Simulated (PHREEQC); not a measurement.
Consider water at 25 °C with 0.42 mmol/kgw H2S, 1.1 mmol/kgw HCl and 8.3 mmol/kgw MnCl2. Closed to the air; pH follows from the charge balance.

Model: ion-association model, wateq4f.dat, run in PHREEQC.

This is a speciation only: nothing precipitates in the calculation.

Problem. What pH does the model give?

Solution. pH 3.01.

Problem. In which forms is Mn present?

Solution. Mn+2 96 %, MnCl+ 3.8 % of the Mn.

Species that the database lacks are ignored. The polysulfide entries of wateq4f.dat were taken out for this run.
